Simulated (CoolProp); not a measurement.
Vapour-liquid equilibrium of nitrogen (1) + carbon monoxide (2) at 446 kPa; x and y are mole fractions of (1).

Values from CoolProp's multi-fluid Helmholtz-energy mixture model, Span 2000 and Lemmon 2006; pair parameters Gernert 2013.

```csv
x,bubble temperature (K),y at the bubble point,dew temperature at overall composition x (K),liquid density (mol/L)
0.05,97.1,0.071,97.1,25.70
0.2,…,0.265,96.4,25.77
0.35,95.3,0.436,95.7,25.84
0.5,94.5,0.585,94.9,25.90
0.65,…,…,94.2,25.96
0.8,93.2,…,…,26.02
0.95,92.7,…,92.8,…
```

### Question
Fill in the missing entries.

### Answer

- 0.2, bubble temperature (K): 96.1
- 0.65, bubble temperature (K): 93.8
- 0.65, y at the bubble point: 0.719
- 0.8, y at the bubble point: 0.842
- 0.8, dew temperature at overall composition x (K): 93.4
- 0.95, y at the bubble point: 0.961
- 0.95, liquid density (mol/L): 26.09

No azeotrope shows between x = 0.05 and 0.95.

The pair parameters rest on a limited set of measurements; away from them the model extrapolates.
